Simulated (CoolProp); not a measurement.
Vapour-liquid equilibrium of R113 (1) + benzene (2) at 116 kPa; x and y are mole fractions of (1).

Model: multi-fluid Helmholtz-energy mixture model, Marx 1992 and Thol 2012; pair parameters Bell 2016, in CoolProp.

```tsv
x	bubble temperature (K)	y at the bubble point	dew temperature at overall composition x (K)	liquid density (mol/L)
0.05	352.5	0.181	356.3	10.24
0.125	346.9	0.359	354.2	10.06
0.2	342.7	0.476	352.0	9.864
0.275	339.6	0.560	349.6	9.667
0.35	337.1	0.625	347.2	9.470
0.425	335.1	0.679	344.6	9.277
0.5	333.3	0.726	341.9	9.089
0.575	331.8	0.769	339.1	8.906
0.65	330.4	0.810	336.2	8.731
0.725	329.1	0.849	333.4	8.561
0.8	327.8	0.889	330.7	8.399
0.875	326.7	0.930	328.3	8.242
0.95	325.6	0.971	326.1	8.091
```

No azeotrope shows between x = 0.05 and 0.95.

Pair parameters are fitted to limited data, so mixtures are less certain than the pure fluids.
